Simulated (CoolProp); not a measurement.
Methane along the isotherm 98.7 K: fugacity coefficient from the reference equation and from simpler models built on Tc = 190.6 K, pc = 4.599 MPa, ω = 0.011; each cubic takes its own stable root.

Computed with CoolProp (reference Helmholtz-energy equation of state, Setzmann 1991).

```csv
p (MPa),phase,reference,Redlich-Kwong,Soave-Redlich-Kwong,Peng-Robinson
0.767,liquid,0.03976,0.02234,0.03767,0.04013
1.53,liquid,0.02062,0.01158,0.01953,0.02073
2.3,liquid,0.01419,0.007965,0.01344,0.01421
3.07,liquid,0.01100,0.006170,0.01042,0.01097
3.83,liquid,0.009117,0.005112,0.008636,0.009061
4.6,liquid,0.007853,0.004401,0.007438,0.007775
5.37,liquid,0.006959,0.003897,0.006591,0.006863
6.13,liquid,0.006303,0.003528,0.005969,0.006193
6.9,liquid,0.005792,0.003240,0.005485,0.005669
7.67,liquid,0.005390,0.003014,0.005103,0.005255
8.43,liquid,0.005070,0.002833,0.004800,0.004925
9.2,liquid,0.004804,0.002684,0.004548,0.004650
9.96,liquid,0.004588,0.002561,0.004343,0.004423
10.7,liquid,0.004411,0.002461,0.004175,0.004237
11.5,liquid,0.004249,0.002370,0.004022,0.004066
```
